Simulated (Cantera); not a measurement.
A perfectly stirred reactor is fed with 2.05 % CH4, 97.6 % H2, 0.351 % CO2, at 0.130 bar; it is held at 1700 K, and followed from long to short residence time.

Model: GRI-Mech 3.0 (53 species, 325 reactions), integrated in Cantera. GRI-Mech 3.0 stops at C3 and has no aromatics, soot or wall deposition, so with more carbon than oxygen in the feed, carbon stays in small species such as C2H2 where larger ones or solid carbon would form.

x: mole fraction; the columns are a selection and need not sum to one.

| τ (s) | x CH4 | x H2 | x CO2 | x O | x C2H | x O2 |
|---|---|---|---|---|---|---|
| 1.1 | 0.0103 | 0.977 | 0.000114 | 2.10e-11 | 1.10e-8 | <1e-12 |
| 0.43 | 0.0136 | 0.976 | 0.000278 | 2.04e-11 | 7.26e-9 | <1e-12 |
| 0.17 | (withheld) | 0.975 | (withheld) | 1.85e-11 | (withheld) | <1e-12 |
| 0.064 | 0.0186 | 0.974 | 0.00132 | 1.46e-11 | 1.73e-9 | <1e-12 |
| 0.025 | 0.0197 | 0.975 | 0.00219 | 9.57e-12 | 5.96e-10 | <1e-12 |
| 0.0095 | 0.0202 | 0.975 | (withheld) | 4.80e-12 | 1.28e-10 | <1e-12 |
| 0.0037 | 0.0204 | 0.976 | 0.00334 | 1.71e-12 | 1.09e-11 | <1e-12 |
| 0.0014 | 0.0205 | 0.976 | 0.00348 | <1e-12 | <1e-12 | <1e-12 |
| 0.00055 | 0.0205 | 0.976 | 0.00351 | <1e-12 | <1e-12 | <1e-12 |

### Question
Some entries are withheld; supply them.

### Answer

- 0.17, x CH4: 0.0165
- 0.17, x CO2: 0.000635
- 0.17, x C2H: 4.02e-9
- 0.0095, x CO2: 0.00294
